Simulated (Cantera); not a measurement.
A perfectly stirred reactor is fed with CH4 : H2 : O2 : N2 = 1 : 0.36 : 1.68 : 6.31 (molar parts), at 101000 Pa; it is adiabatic with a 625 K inlet, and is followed from long to short residence time, starting on the burning branch (τ in s: 0.11, 0.043, 0.017, 0.0068, 0.0027, 0.0011, 0.00043, 0.00017, 6.7e-05, 2.7e-05).

Detailed kinetics in Cantera: GRI-Mech 3.0 (53 species, 325 reactions).

### Question
What does this change do: 0.37 parts CO2 added?

### Answer
```csv
quantity,before,after
"blow-out, bracketed by the residence times tried","burning at 67.0 µs, out at 27.0 µs","burning at 0.170 ms, out at 67.0 µs"
x(CH4) at τ = 0.110 s,7.26e-6,9.77e-6
x(H2) at τ = 0.110 s,0.0453,0.0345
x(O2) at τ = 0.110 s,0.000176,0.000194
x(H) at τ = 0.110 s,0.00277,0.00192
x(N2O) at τ = 0.110 s,1.96e-8,1.61e-8
x(CH4) at τ = 1.10 ms,0.000107,0.000125
x(H2) at τ = 1.10 ms,0.0465,0.0366
x(O2) at τ = 1.10 ms,0.00232,0.00300
x(H) at τ = 1.10 ms,0.00985,0.00819
x(N2O) at τ = 1.10 ms,4.04e-8,3.66e-8
```
